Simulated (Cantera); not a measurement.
## Transport properties of process gases

Gas mixture: 100 % H2O, at 760 Torr, frozen composition.

Cantera's kinetic-theory transport with the Lennard-Jones parameters of GRI-Mech 3.0, ideal gas; thermal conductivity in the multicomponent form. Polar gases are described roughly by these parameters.

```
T (K)  ρ (kg/m³)  cp (J/kg/K)  μ (µPa s)  λ (mW/m/K)     Pr  D (cm²/s) NH3  D (cm²/s) CH3  D (cm²/s) OH
-----  ---------  -----------  ---------  ----------  -----  -------------  -------------  ------------
400        0.549         1902       14.0        36.8  0.722          0.351          0.410         0.637
550        0.399         1985       19.6        54.3  0.716          0.674          0.748          1.14
700        0.314         2082       25.2        73.7  0.714           1.10           1.16          1.75
850        0.258         2185       30.8        94.4  0.713           1.61           1.65          2.45
1000       0.220         2292       36.2         116  0.714           2.20           2.19          3.24
1150       0.191         2401       41.5         140  0.715           2.87           2.79          4.12
1300       0.169         2502       46.7         163  0.716           3.61           3.45          5.07
1450       0.151         2596       51.6         187  0.717           4.43           4.16          6.09
```
D: mixture-averaged diffusion coefficient of that species in the mixture.
